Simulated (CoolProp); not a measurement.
Vapour pressure (kPa) of C3F8 (R218): the reference equation beside estimates from Tc = 345.0 K, pc = 2640 kPa, ω = 0.317. Clausius-Clapeyron is anchored at 269 K with a constant enthalpy of vaporisation of 17.26 kJ/mol.

Model: reference Helmholtz-energy equation of state, Lemmon 2006, in CoolProp. It is a short technical equation, of lower accuracy than the large ones.

```
T (K)  reference  Lee-Kesler  Clausius-Clapeyron  van der Waals  Redlich-Kwong  Soave-Redlich-Kwong  Peng-Robinson
-----  ---------  ----------  ------------------  -------------  -------------  -------------------  -------------
257        236.4       237.3               252.1          721.4            ___                237.4          235.3
260        264.0       265.1               276.7          763.1          417.7                265.3          262.7
263        293.9       295.3               303.1          806.4            ___                295.7          292.6
266        326.3       328.0               331.3          851.2          496.2                328.6          325.0
269        361.4       363.3               361.4          897.6          539.1                364.3          360.0
272        399.2       401.4               393.5          945.5          584.5                402.8          397.9
275        440.0       442.4               427.6          995.0          632.5                444.4          438.7
278        483.7       486.5               463.9           1046          683.1                489.0          482.7
281.1      532.3       535.3               503.7           1101          738.3                538.6          531.5
284.1      582.7       585.9               544.6           1155          794.5                590.2          582.2
287.1      636.5       640.0               587.8           1211          853.6                645.3          636.5
290.1      694.0       697.8                 ___           1269          915.6                  ___          694.6
293.1      755.3       759.3               681.5           1329          980.6                  ___            ___
296.1      820.5       824.7               732.2           1390           1049                833.7          822.6
```

Fill in the missing entries.


- 257, Redlich-Kwong: 381.9
- 263, Redlich-Kwong: 455.8
- 290.1, Clausius-Clapeyron: 633.4
- 290.1, Soave-Redlich-Kwong: 704.1
- 293.1, Soave-Redlich-Kwong: 766.9
- 293.1, Peng-Robinson: 756.5

Absolute difference from the reference over all 14 rows, mean and median: Lee-Kesler 0.5 and 0.5 %, Clausius-Clapeyron 5.2 and 5.1 %, van der Waals 127.2 and 121.2 %, Redlich-Kwong 43.3 and 42.5 %, Soave-Redlich-Kwong 1.0 and 1.0 %, Peng-Robinson 0.3 and 0.3 %.
